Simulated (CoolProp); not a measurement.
Acetone along the isobar 2900 kPa: Z from the reference equation and from simpler models built on Tc = 508.1 K, pc = 4692 kPa, ω = 0.307; each cubic takes its own stable root.

Values from CoolProp's reference Helmholtz-energy equation of state, Lemmon 2006. It is a short technical equation, of lower accuracy than the large ones.

```csv
T (K),phase,reference
187,liquid,0.1197
198.9,liquid,0.1141
210.8,liquid,0.1092
222.6,liquid,0.1049
234.5,liquid,0.1010
246.4,liquid,0.09755
258.3,liquid,0.09446
270.1,liquid,0.09171
282,liquid,0.08923
293.9,liquid,0.08701
305.7,liquid,0.08504
317.6,liquid,0.08328
329.5,liquid,0.08173
341.4,liquid,0.08037
353.2,liquid,0.07921
365.1,liquid,0.07823
```

How far does each simpler model (Redlich-Kwong, Soave-Redlich-Kwong, Peng-Robinson) lie from the reference over these 16 states: mean and median of the absolute difference, and the worst?


- Redlich-Kwong: mean 32.9 %, median 32.7 %, worst +34.1 % at 187 K and 2900 kPa
- Soave-Redlich-Kwong: mean 29.0 %, median 28.4 %, worst +32.3 % at 187 K and 2900 kPa
- Peng-Robinson: mean 14.6 %, median 14.1 %, worst +18.1 % at 187 K and 2900 kPa
